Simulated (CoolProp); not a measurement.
The fluoroketone C6F12O (FK-5-1-12) at several states: fugacity coefficient from the reference equation and from simpler models built on Tc = 441.8 K, pc = 1.869 MPa, ω = 0.471; each cubic takes its own stable root.

Model: reference Helmholtz-energy equation of state, McLinden 2015, in CoolProp.

```csv
T (K),p (MPa),phase,reference,van der Waals,Redlich-Kwong,Soave-Redlich-Kwong,Peng-Robinson
219.2,0.0575,liquid,0.005058,0.8250,0.06597,0.005469,0.006221
182.4,11,liquid,1.210e-6,0.008559,6.908e-5,1.840e-6,2.063e-6
233.1,0.266,liquid,0.003631,0.2725,0.03303,0.003811,0.004187
337.2,0.0103,gas,0.9948,0.9969,0.9960,0.9953,0.9950
421.2,0.0389,gas,0.9914,0.9931,0.9919,0.9916,0.9907
```
